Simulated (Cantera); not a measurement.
A closed system holds: 1 mol toluene, 4.2 mol H2, 3.3 mol H2O, at 0.00270 bar.

These are equilibrium values from Cantera (NASA tables, ideal gas, pure condensed phases), not measurements of a reactor. Candidate condensed phases: C, C6H6, C7H8, C8H18, H2O; 110 gas species. Equilibrium is a limit: real reactors are often held back by kinetics, nucleation or transport.

x: gas mole fraction; n: condensed amount in mol.

```json
[
 {"T (°C)": "1775", "x H2": "0.743", "x H": "0.0372", "x CO": "0.219", "x C3": "3.25e-8", "x C2H2 (acetylene)": "…", "x C": "3.10e-8", "n C(graphite)": "3.68"},
 {"T (°C)": "1850", "x H2": "0.724", "x H": "0.0587", "x CO": "0.216", "x C3": "1.77e-7", "x C2H2 (acetylene)": "…", "x C": "1.37e-7", "n C(graphite)": "3.66"},
 {"T (°C)": "1925", "x H2": "0.696", "x H": "0.0894", "x CO": "0.213", "x C3": "8.59e-7", "x C2H2 (acetylene)": "…", "x C": "5.46e-7", "n C(graphite)": "3.64"},
 {"T (°C)": "2000", "x H2": "0.658", "x H": "0.131", "x CO": "0.208", "x C3": "3.74e-6", "x C2H2 (acetylene)": "…", "x C": "1.99e-6", "n C(graphite)": "3.62"},
 {"T (°C)": "2075", "x H2": "0.609", "x H": "0.185", "x CO": "0.202", "x C3": "1.48e-5", "x C2H2 (acetylene)": "…", "x C": "6.66e-6", "n C(graphite)": "3.59"},
 {"T (°C)": "2150", "x H2": "0.548", "x H": "0.253", "x CO": "0.195", "x C3": "5.34e-5", "x C2H2 (acetylene)": "…", "x C": "2.07e-5", "n C(graphite)": "3.55"},
 {"T (°C)": "2225", "x H2": "0.477", "x H": "0.331", "x CO": "0.186", "x C3": "0.000178", "x C2H2 (acetylene)": "…", "x C": "6.00e-5", "n C(graphite)": "3.50"},
 {"T (°C)": "2300", "x H2": "0.399", "x H": "0.418", "x CO": "0.176", "x C3": "0.000554", "x C2H2 (acetylene)": "0.00582", "x C": "0.000163", "n C(graphite)": "3.42"},
 {"T (°C)": "2375", "x H2": "0.319", "x H": "0.506", "x CO": "0.166", "x C3": "0.00161", "x C2H2 (acetylene)": "0.00621", "x C": "0.000420", "n C(graphite)": "3.30"},
 {"T (°C)": "2450", "x H2": "0.243", "x H": "0.587", "x CO": "0.156", "x C3": "0.00441", "x C2H2 (acetylene)": "0.00622", "x C": "0.00103", "n C(graphite)": "3.04"},
 {"T (°C)": "2525", "x H2": "0.175", "x H": "0.655", "x CO": "0.146", "x C3": "0.0114", "x C2H2 (acetylene)": "0.00581", "x C": "0.00239", "n C(graphite)": "2.42"},
 {"T (°C)": "2600", "x H2": "0.119", "x H": "0.698", "x CO": "0.136", "x C3": "0.0280", "x C2H2 (acetylene)": "…", "x C": "0.00531", "n C(graphite)": "0.898"}
]
```

**Question.** Some entries are withheld; supply them.

**Answer.** 
- 1775, x C2H2 (acetylene): 0.000779
- 1850, x C2H2 (acetylene): 0.00120
- 1925, x C2H2 (acetylene): 0.00176
- 2000, x C2H2 (acetylene): 0.00248
- 2075, x C2H2 (acetylene): 0.00333
- 2150, x C2H2 (acetylene): 0.00424
- 2225, x C2H2 (acetylene): 0.00512
- 2600, x C2H2 (acetylene): 0.00504
